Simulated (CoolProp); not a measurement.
Saturation properties of R21 (Tc = 452.7 K, pc = 5.289 MPa, ω = 0.206).

Computed with CoolProp (reference Helmholtz-energy equation of state, Platzer 1990). This equation is an older, rougher fit; its heat capacities, sound speeds and derivatives of the liquid may be far off and weren't checked against measurements.

```
T (K)  p (MPa)  enthalpy of vaporisation (kJ/kg)  vapour Z  surface tension (mN/m)
-----  -------  --------------------------------  --------  ----------------------
235.1      [?]                             261.8    0.9926                    27.4
248    0.02189                             256.2       [?]                    25.4
260.9      [?]                             250.3    0.9806                    23.4
273.9  0.07317                             243.7       [?]                    21.4
286.8   0.1216                             236.8    0.9591                     [?]
299.7      [?]                             229.4    0.9443                    17.6
312.7   0.2915                             221.5    0.9264                    15.7
325.6   0.4248                             213.2    0.9055                     [?]
338.5   0.5993                             204.4    0.8813                    12.1
351.4   0.8223                             194.9    0.8537                    10.4
364.4    1.104                             184.6    0.8220                    8.72
377.3    1.447                             173.4    0.7863                    7.13
```

What belongs in the gaps?


- 235.1, p (MPa): 0.01069
- 248, vapour Z: 0.9876
- 260.9, p (MPa): 0.04133
- 273.9, vapour Z: 0.9711
- 286.8, surface tension (mN/m): 19.4
- 299.7, p (MPa): 0.1921
- 325.6, surface tension (mN/m): 13.9

It boils at 282.0 K under 1 atm.

Surface tension comes from a separate correlation (Mulero 2012).
